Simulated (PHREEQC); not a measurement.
0.093 g of hydrous ferric oxide (600 m²/g; 0.2 weak and 0.005 strong sites per Fe, Dzombak-Morel constants, diffuse double layer) in 1 kg of water with 0.01 mol/kgw of an inert sodium salt and 7.1e-07 mol Ag2SO4, at 25 °C; the pH is set by adding NaOH or the inert anion's acid. Oxygen is held at 0.21 atm. No CO2 enters from the air. Precipitation was switched off in this run.

The series has 13 steps of pH, from 3 to 9.

All values are PHREEQC results (ion-association model, wateq4f.dat), not measurements.

Near which pH is half of the S sorbed, and on which side is more sorbed?

Near pH 6.3, with more sorbed at lower pH.

Near which pH is half of the Ag sorbed, and on which side is more sorbed?

Near pH 7.2, with more sorbed at higher pH.

The oxide is taken as insoluble; below pH 4 it would dissolve.
